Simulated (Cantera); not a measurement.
# Dilute partial oxidation

A perfectly stirred reactor is fed with CH₄ : O₂ : N₂ : H₂O = 0.0079 : 0.014 : 1 : 0.0011 (molar parts), equivalence ratio 1.1, at 4.00 bar; it is held at 1025 K, and followed from long to short residence time.

Cantera simulation using GRI-Mech 3.0 (53 species, 325 reactions); the numbers are that mechanism's predictions, not measurements.

```tsv
τ (s)	x CH₄	x O₂	x NO	x H	x CO₂	x HCO	x H₂
23	0.000534	0.000842	4.24e-10	4.19e-8	0.00511	1.14e-10	0.000856
3.4	0.000966	0.00232	2.39e-10	8.25e-8	0.00369	5.49e-10	0.00101
0.50	0.00252	0.00613	2.36e-11	1.13e-7	0.00141	1.75e-9	0.00135
0.074	0.00772	0.0137	<1e-12	3.50e-12	2.22e-11	<1e-12	2.29e-8
0.011	0.00772	0.0137	<1e-12	<1e-12	<1e-12	<1e-12	5.13e-10
0.0016	0.00772	0.0137	<1e-12	<1e-12	<1e-12	<1e-12	7.50e-12
0.00024	0.00772	0.0137	<1e-12	<1e-12	<1e-12	<1e-12	<1e-12
```
x: mole fraction; the columns are a selection and need not sum to one.
